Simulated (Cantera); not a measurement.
Input (Python, Cantera):

```python
import numpy as np
import cantera as ct

gas = ct.Solution("h2o2.yaml")
gas.TPX = 650, 100000, {'H2': 1, 'O2': 0.172, 'N2': 0.648}
flame = ct.FreeFlame(gas, width=0.04)
flame.set_refine_criteria(ratio=3, slope=0.08, curve=0.16)
flame.transport_model = "mixture-averaged"
flame.solve(loglevel=0, auto=True)
z, T = flame.grid, flame.T
thick = (T[-1] - T[0]) / np.gradient(T, z).max()
show = ['H2', 'O2', 'OH', 'HO2', 'H', 'H2O2']
print(f"laminar burning velocity  {flame.velocity[0] * 100:.3f} cm/s")
print(f"burnt temperature         {T[-1]:.1f} K")
print(f"thermal thickness         {thick * 1e3:.4f} mm")
print(f"grid points               {len(z)}")
z0 = z[flame.heat_release_rate.argmax()]
print(f"{'z/mm':>9s}{'T/K':>9s}{'u/(m/s)':>9s}" + "".join(f"{s:>11s}" for s in show))
rows = []
for k in (-3, -2, -1.5, -1, -0.5, -0.25, 0, 0.25, 0.5, 1, 2, 4, 8):
    zz = z0 + k * thick
    rows.append([k * thick, np.interp(zz, z, T), np.interp(zz, z, flame.velocity),
                 *(np.interp(zz, z, flame.X[gas.species_index(s)]) for s in show)])
    print(f"{rows[-1][0] * 1e3:9.3f}{rows[-1][1]:9.1f}{rows[-1][2]:9.3f}" + "".join(f"{x:11.3e}" for x in rows[-1][3:]))
```

It prints:

```
laminar burning velocity  925.848 cm/s
burnt temperature         2084.3 K
thermal thickness         0.5062 mm
grid points               136
     z/mm      T/K  u/(m/s)         H2         O2         OH        HO2          H       H2O2
   -1.519    650.0    9.258  5.495e-01  9.451e-02  1.884e-17  2.464e-12  1.462e-14  2.020e-15
   -1.012    650.0    9.258  5.495e-01  9.451e-02  1.848e-14  4.869e-10  1.702e-11  7.907e-14
   -0.759    650.0    9.258  5.494e-01  9.451e-02  2.383e-12  2.906e-08  2.323e-09  6.213e-12
   -0.506    650.1    9.259  5.494e-01  9.451e-02  1.631e-09  2.297e-06  5.741e-07  1.750e-09
   -0.253    679.1    9.626  5.455e-01  9.414e-02  6.403e-05  1.868e-04  6.005e-04  2.528e-06
   -0.127    862.5   11.986  5.179e-01  8.829e-02  3.514e-04  1.189e-04  9.184e-03  3.266e-06
    0.000   1203.0   16.316  4.332e-01  5.607e-02  1.233e-03  5.320e-05  4.602e-02  8.380e-07
    0.127   1439.5   19.429  3.596e-01  1.381e-02  1.737e-03  1.275e-05  7.754e-02  3.548e-07
    0.253   1538.7   20.692  3.446e-01  2.258e-03  1.632e-03  1.989e-06  7.992e-02  1.848e-07
    0.506   1632.6   21.818  3.490e-01  1.851e-04  1.721e-03  1.607e-07  7.002e-02  1.338e-07
    1.012   1732.7   22.985  3.587e-01  5.505e-05  1.754e-03  5.374e-08  5.590e-02  9.209e-08
    2.025   1831.0   24.105  3.687e-01  3.384e-05  1.610e-03  3.513e-08  4.138e-02  5.277e-08
    4.050   1915.7   25.050  3.775e-01  1.781e-05  1.312e-03  2.044e-08  2.860e-02  2.647e-08
```

Computed with Cantera and the H2/O2 subset of GRI-Mech 3.0, which has no nitrogen chemistry. Burning velocities carry a grid error of a few per cent, more on coarse grids.
